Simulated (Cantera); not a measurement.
**Stirred combustor or abatement burner**

A perfectly stirred reactor is fed with 17.2 % CO, 0.740 % H2, 17.2 % O2, 64.9 % N2, equivalence ratio 0.52, at 3.85 atm; it is adiabatic with a 700 K inlet, and is followed from long to short residence time, starting on the burning branch (τ in s: 0.074, 0.036, 0.017, 0.0084, 0.004, 0.0019, 0.00094, 0.00045, 0.00022, 0.00011, 5.1e-05, 2.5e-05, 1.2e-05).

Detailed kinetics in Cantera: GRI-Mech 3.0 (53 species, 325 reactions). The hydrogen kinetics of GRI-Mech 3.0 are dated; newer H2 mechanisms differ, most at raised pressure.

```
τ (s)    T (K)     x CO      x H2    x O2      x NO     x CO2
-------  -----  -------  --------  ------  --------  --------
0.074     2109  0.00217   1.63e-5  0.0902   0.00165     0.187
0.036     2102  0.00309   2.27e-5  0.0907   0.00118     0.185
0.017     2090  0.00466   3.34e-5  0.0914  0.000845     0.184
0.0084    2071  0.00691   4.87e-5  0.0922  0.000610     0.181
0.0040    2041   0.0104   7.18e-5  0.0935  0.000414     0.177
0.0019    1999   0.0153  0.000103  0.0953  0.000261     0.172
0.00094   1944   0.0218  0.000142  0.0975  0.000157     0.165
0.00045   1865   0.0311  0.000190   0.101   8.89e-5     0.154
0.00022   1752   0.0450  0.000244   0.107   4.72e-5     0.139
0.00011    700    0.172   0.00740   0.172    <1e-12  1.17e-12
5.1e-5     700    0.172   0.00740   0.172    <1e-12    <1e-12
2.5e-5     700    0.172   0.00740   0.172    <1e-12    <1e-12
1.2e-5     700    0.172   0.00740   0.172    <1e-12    <1e-12
```
x: mole fraction; the columns are a selection and need not sum to one.
